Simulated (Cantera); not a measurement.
An adiabatic, constant-volume homogeneous reactor starts with CH₄ : CO : O₂ : N₂ : H₂O = 1 : 0.58 : 3.58 : 13.5 : 0.83 (molar parts), equivalence ratio 0.64, at 1698 K and 750 Torr. Integrator tolerance rtol = 1e-08.

Detailed kinetics in Cantera: GRI-Mech 3.0 (53 species, 325 reactions).

```json
[
 {"quantity": "time of steepest temperature rise", "before": "0.196 ms", "after": "not reached"},
 {"quantity": "temperature at 0.200 s", "before": "2744 K", "after": "1078 K"},
 {"quantity": "equilibrium temperature", "before": "2744 K", "after": "2492 K"},
 {"quantity": "x(CH₄) at 0.200 s", "before": "<1e-12 (gas-phase equilibrium <1e-12)", "after": "0.0508 (gas-phase equilibrium <1e-12)"},
 {"quantity": "x(CO) at 0.200 s", "before": "0.0218 (gas-phase equilibrium 0.0218)", "after": "0.0297 (gas-phase equilibrium 0.00702)"},
 {"quantity": "x(O₂) at 0.200 s", "before": "0.0626 (gas-phase equilibrium 0.0626)", "after": "0.183 (gas-phase equilibrium 0.0619)"},
 {"quantity": "x(CH₂O) at 0.200 s", "before": "9.76e-11 (gas-phase equilibrium 9.76e-11)", "after": "0.000214 (gas-phase equilibrium 1.37e-11)"},
 {"quantity": "x(HO₂) at 0.200 s", "before": "1.29e-5 (gas-phase equilibrium 1.29e-5)", "after": "1.10e-6 (gas-phase equilibrium 8.14e-6)"},
 {"quantity": "x(CH₂) at 0.200 s", "before": "<1e-12 (gas-phase equilibrium <1e-12)", "after": "<1e-12 (gas-phase equilibrium <1e-12)"}
]
```

### Question
Name the change that produced these shifts.
A. pressure from 750 Torr to 263 Torr
B. initial temperature 1698 to 975 K
C. initial temperature 1698 to 1073 K
D. pressure from 750 Torr to 188 Torr

### Answer
C, initial temperature 1698 to 1073 K
